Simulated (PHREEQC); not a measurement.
Make-up at 25 °C: 0.0017 mol CaSO4, 0.11 mol Fe2(SO4)3 and 0.0036 mol AgF per kg of water. Closed to the air; pH follows from the charge balance.

All values are PHREEQC results (ion-association model, wateq4f.dat), not measurements.

No solid was allowed to form.

Q: Order these S species by the share of S that they hold, largest first: SO4-2, FeHSO4+2, HSO4-, Fe(SO4)2-, FeSO4+.

A: FeSO4+ (43 %), Fe(SO4)2- (31 %), SO4-2 (22 %), HSO4- (2.6 %), FeHSO4+2 (0.98 %)

Q: Order these Ca species by the share of Ca that they hold, largest first: CaSO4, Ca+2, CaHSO4+.

A: Ca+2 (52 %), CaSO4 (47 %), CaHSO4+ (1.4 %)

The pH is 2.46 and the ionic strength 0.341 mol/kgw. Saturation is exceeded, for instance for Hematite (slow to form), Goethite (slow to form); the values hold only as long as no solid forms. Fluoro complexes past AlF4- and FeF3 are missing from the database.
